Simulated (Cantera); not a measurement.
Feed: 1 mol C3H8, 1.8 mol O2, 1.5 mol H2, equilibrated at 975 °C and 0.160 bar.

Equilibrium computed with Cantera from the NASA thermochemical tables; the gas is ideal and each condensed phase is pure. Candidate condensed phases: C, C6H6, C7H8, C8H18, H2O; 110 gas species. Equilibrium is a limit: real reactors are often held back by kinetics, nucleation or transport.

Base state: H2 0.595, CO 0.334, H2O 0.0519, CO2 0.0187 (mole fractions); condensed: gas only.

**Question.** What changes in the equilibrium state with this change: O2 from 1.8 to 1.6 mol?

**Answer.** 
```tsv
species	before	after
H2	0.595	0.630
CO	0.334	0.347
H2O	0.0519	0.0174
CO2	0.0187	0.00615
CH4	5.94e-6	2.18e-5
```

**Question.** What changes in the equilibrium state with this change: temperature from 975 °C to 1575 °C?

**Answer.** 
| species | before | after |
|---|---|---|
| H2 | 0.595 | 0.585 |
| CO | 0.334 | 0.344 |
| H2O | 0.0519 | 0.0615 |
| CO2 | 0.0187 | 0.00902 |
| H | 9.03e-7 | 0.00101 |
